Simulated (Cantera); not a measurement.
Cantera run:

```python
import numpy as np
import cantera as ct

gas_names = """
    H HO2 H2 H2O H2O2 O OH O2 O3 Pb PbO Pb2
""".split()
cond_names = """
    H2O(s) H2O(L) Pb(cr) Pb(L) PbO(rd) PbO(yw) PbO(L) PbO2(s) Pb3O4(s)
""".split()


# ... load() reads the species with a 1 bar reference pressure and builds the phases ...
atoms = {
    'PbO': {'Pb': 1, 'O': 1},
    'O2': {'O': 2},
    'H2': {'H': 2},
}
top_T = {'Pb3O4(s)': 820}  # K; cautious upper limits of use, not melting points


# ... equilibrate(T, P, feed) seeds the gas with the atoms and calls Mixture.equilibrate('TP', solver="vcs", rtol=1e-11, max_steps=5000) ...
results = []
feed = {'PbO': 1, 'O2': 1.8, 'H2': 12}  # mol
P = 1333.22  # Pa
for T in [600, 625, 650, 675, 700, 725, 750, 775, 800, 825, 850, 875, 900]:
    mix = equilibrate(T, P, feed)
    results.append((T, P, feed, dict(zip(mix.species_names, mix.species_moles))))
    x = sorted(zip(gas.X, gas.species_names), reverse=True)
    print(f"T = {T:g} K  P = {P:g} Pa  gas = {mix.phase_moles(0):.4g} mol")
    print("   x: " + "  ".join(f"{s} {v:.3e}" for v, s in x if v > 0.0001))
    print("   condensed (mol): " + ("  ".join(f"{mix.phase(i).name} {mix.phase_moles(i):.4g}"
          for i in range(1, mix.n_phases) if mix.phase_moles(i) > 1e-12) or "none"))
```

It prints:

```
T = 600 K  P = 1333.22 Pa  gas = 12 mol
   x: H2 6.167e-01  H2O 3.833e-01
   condensed (mol): Pb(cr) 1
T = 625 K  P = 1333.22 Pa  gas = 12 mol
   x: H2 6.167e-01  H2O 3.833e-01
   condensed (mol): Pb(L) 1
T = 650 K  P = 1333.22 Pa  gas = 12 mol
   x: H2 6.167e-01  H2O 3.833e-01
   condensed (mol): Pb(L) 1
T = 675 K  P = 1333.22 Pa  gas = 12 mol
   x: H2 6.167e-01  H2O 3.833e-01
   condensed (mol): Pb(L) 1
T = 700 K  P = 1333.22 Pa  gas = 12 mol
   x: H2 6.167e-01  H2O 3.833e-01
   condensed (mol): Pb(L) 1
T = 725 K  P = 1333.22 Pa  gas = 12 mol
   x: H2 6.167e-01  H2O 3.833e-01
   condensed (mol): Pb(L) 1
T = 750 K  P = 1333.22 Pa  gas = 12 mol
   x: H2 6.167e-01  H2O 3.833e-01
   condensed (mol): Pb(L) 1
T = 775 K  P = 1333.22 Pa  gas = 12 mol
   x: H2 6.167e-01  H2O 3.833e-01
   condensed (mol): Pb(L) 1
T = 800 K  P = 1333.22 Pa  gas = 12 mol
   x: H2 6.167e-01  H2O 3.833e-01
   condensed (mol): Pb(L) 0.9999
T = 825 K  P = 1333.22 Pa  gas = 12 mol
   x: H2 6.167e-01  H2O 3.833e-01
   condensed (mol): Pb(L) 0.9999
T = 850 K  P = 1333.22 Pa  gas = 12 mol
   x: H2 6.167e-01  H2O 3.833e-01
   condensed (mol): Pb(L) 0.9997
T = 875 K  P = 1333.22 Pa  gas = 12 mol
   x: H2 6.166e-01  H2O 3.833e-01
   condensed (mol): Pb(L) 0.9994
T = 900 K  P = 1333.22 Pa  gas = 12 mol
   x: H2 6.166e-01  H2O 3.833e-01  Pb 1.027e-04
   condensed (mol): Pb(L) 0.9988
```

Method: chemical equilibrium by Gibbs-energy minimisation in Cantera with the NASA 1993 tables (ideal gas, pure condensed phases).
